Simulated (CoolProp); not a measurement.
Vapour-liquid equilibrium of R227EA (1) + isobutene (2) at 290.5 K; x and y are mole fractions of (1).

The numbers come from the multi-fluid Helmholtz-energy mixture model, Lemmon 2016 and Lemmon 2005; pair parameters Bell 2016 in CoolProp.

Problem. Give the bubble pressure and the first vapour's composition at x = 0.05, 0.2, 0.65. Is there an azeotrope?

Solution. x = 0.05: 0.2778 MPa, y = 0.165; x = 0.2: 0.3439 MPa, y = 0.393; x = 0.65: 0.3944 MPa, y = 0.655. y crosses x between x = 0.65 and 0.8: the model has an azeotrope there.

The pair parameters rest on a limited set of measurements; away from them the model extrapolates.
